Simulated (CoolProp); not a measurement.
Computed with CoolProp (reference Helmholtz-energy equation of state, Fiedler 2023).

Task: For tetrahydrofuran, give the phase and the cp (kJ/(kg K)), cv (kJ/(kg K)) at 270.4 K and 35.4 bar.

Result: 
- 270.4 K and 35.4 bar: liquid; cp 1.63, cv 1.12
